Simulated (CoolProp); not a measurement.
Vapour-liquid equilibrium of propylene (1) + R22 (2) at 276.5 K; x and y are mole fractions of (1).

Computed with CoolProp (multi-fluid Helmholtz-energy mixture model, Lemmon 2013 and Kamei 1995; pair parameters Bell 2016).

| x | bubble pressure, mixture model (bar) | bubble pressure, Raoult's law (bar) | y, mixture model | y, Raoult's law |
|---|---|---|---|---|
| 0.05 | 5.701 | 5.591 | 0.072 | 0.058 |
| 0.125 | 5.903 | 5.658 | 0.167 | 0.142 |
| 0.2 | 6.075 | 5.726 | 0.252 | 0.225 |
| 0.275 | 6.217 | 5.793 | 0.329 | 0.306 |
| 0.35 | 6.335 | 5.861 | ? | 0.385 |
| 0.425 | 6.430 | 5.929 | 0.467 | 0.462 |
| 0.5 | 6.504 | 5.996 | 0.532 | 0.538 |
| 0.575 | 6.557 | 6.064 | 0.596 | 0.611 |
| 0.65 | 6.590 | 6.131 | 0.660 | 0.683 |
| 0.725 | ? | 6.199 | 0.726 | 0.754 |
| 0.8 | 6.593 | 6.267 | 0.794 | 0.823 |
| 0.875 | 6.560 | 6.334 | ? | 0.891 |
| 0.95 | 6.502 | 6.402 | 0.944 | 0.957 |

Problem. Some entries are withheld; supply them.

Solution. 
- 0.35, y, mixture model: 0.400
- 0.725, bubble pressure, mixture model (bar): 6.602
- 0.875, y, mixture model: 0.866

The largest gap from Raoult's law is +8.5 % in bubble pressure, at x = 0.5. y crosses x between x = 0.725 and 0.8: the model has an azeotrope there.

Pair parameters are fitted to limited data, so mixtures are less certain than the pure fluids.
